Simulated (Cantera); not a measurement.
Input: 1 mol CH2F2, 0.082 mol HCl, held at 3150 °C and 0.00140 bar.

Cantera equilibrium calculation (NASA polynomials, part measured and part estimated; ideal gas, pure solids and liquids). Candidate condensed phases: C, C6H6, C7H8, C8H18; 118 gas species. Rates play no part.

Base state: H 0.384, F 0.359, C 0.133, HF 0.0653, Cl 0.0177, C2 0.0148, C3 0.0146, CF 0.00966 (mole fractions); condensed: gas only.

Task: What changes in the equilibrium state with this change: pressure from 0.00140 bar to 0.100 bar?

Result: 
```csv
species,before,after
HF,0.0653,0.559
H,0.384,0.143
F,0.359,0.116
C,0.133,0.0140
C3,0.0146,0.0856
CF,0.00966,0.0233
Cl,0.0177,0.0263
C2,0.0148,0.0116
C4H2,1.63e-9,5.07e-5
C2H2 (acetylene),1.82e-6,0.00101
C2HF,2.29e-7,0.000110
C5,9.69e-6,0.00319
```
